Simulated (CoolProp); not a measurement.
Vapour-liquid equilibrium of R227EA (1) + isobutane (2) at 64.45 °C; x and y are mole fractions of (1).

Computed with CoolProp (multi-fluid Helmholtz-energy mixture model, Lemmon 2016 and Bücker 2006; pair parameters Bell 2016).

```csv
x,bubble pressure (kPa),y at the bubble point,dew pressure at overall composition x (kPa),liquid density (mol/L)
0.05,1086,0.130,1007,8.374
0.15,1263,0.288,1107,8.072
0.25,1375,0.383,1219,7.792
0.35,1447,0.454,1337,7.543
0.45,1493,0.515,1444,7.334
0.55,1517,0.575,1510,7.171
0.65,1521,0.640,1520,7.058
0.75,1501,0.714,1485,6.993
0.85,1452,0.806,1422,6.971
0.95,1366,0.925,1347,6.982
```

y crosses x between x = 0.55 and 0.65: the model has an azeotrope there.

The pair parameters rest on a limited set of measurements; away from them the model extrapolates.
